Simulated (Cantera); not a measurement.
**Equilibrium for hydrogen reduction and annealing atmospheres: PbS + H₂**

A closed system holds: 1 mol PbS, 76 mol H₂, held at 0.470 bar.

These are equilibrium values from Cantera (NASA tables, ideal gas, pure condensed phases), not measurements of a reactor. Candidate condensed phases: Pb, PbS, S; 10 gas species. Equilibrium is a limit: real reactors are often held back by kinetics, nucleation or transport.

From 377 °C to 677 °C the condensed part is Pb(l) + PbS(s). From 752 °C to 902 °C the condensed part is Pb(l).

```tsv
T (°C)	x H₂	x H₂S	x PbS	x Pb	x SH	x S₂	x H	n Pb(l)	n PbS(s)
377	1.000	0.000129	1.04e-10	1.99e-10	<1e-12	<1e-12	<1e-12	0.00983	0.990
452	0.999	0.000564	7.60e-9	7.18e-9	2.79e-12	<1e-12	<1e-12	0.0429	0.957
527	0.998	0.00184	2.44e-7	1.31e-7	1.16e-10	1.80e-12	4.22e-12	0.140	0.860
602	0.995	0.00483	4.26e-6	1.43e-6	2.53e-9	1.25e-10	7.30e-11	0.367	0.632
677	0.989	0.0108	4.66e-5	1.07e-5	3.36e-8	4.38e-9	8.07e-10	0.817	0.179
752	0.987	0.0129	0.000216	5.92e-5	1.86e-7	3.36e-8	6.31e-9	0.979	0
827	0.987	0.0125	0.000666	0.000258	6.69e-7	1.32e-7	3.75e-8	0.930	0
902	0.986	0.0114	0.00167	0.000926	1.94e-6	3.92e-7	1.78e-7	0.802	0
```
x: gas mole fraction; n: condensed amount in mol.
